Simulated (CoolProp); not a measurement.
Vapour-liquid equilibrium of C3F8 (R218) (1) + R134a (2) at 92.9 kPa; x and y are mole fractions of (1).

Model: multi-fluid Helmholtz-energy mixture model, Lemmon 2006 and Tillner-Roth 1994; pair parameters Bell 2016, in CoolProp.

**Question.** Give the bubble temperature and the first vapour's composition at x = 0.05, 0.2, 0.5. Is there an azeotrope?

**Answer.** x = 0.05: 240.1 K, y = 0.247; x = 0.2: 233.3 K, y = 0.515; x = 0.5: 230.9 K, y = 0.627. y crosses x between x = 0.65 and 0.8: the model has an azeotrope there.

The pair parameters rest on a limited set of measurements; away from them the model extrapolates.
